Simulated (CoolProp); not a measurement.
Model: reference Helmholtz-energy equation of state, Thol 2016, in CoolProp.

Task: For hexamethyldisiloxane (MM), give the phase and the speed of sound (m/s) at 441.6 K and 1.62 MPa; 592 K and 0.107 MPa; 226.3 K and 0.0299 MPa.

Result: 
- 441.6 K and 1.62 MPa: liquid; speed of sound 418
- 592 K and 0.107 MPa: gas; speed of sound 174
- 226.3 K and 0.0299 MPa: liquid; speed of sound 1140
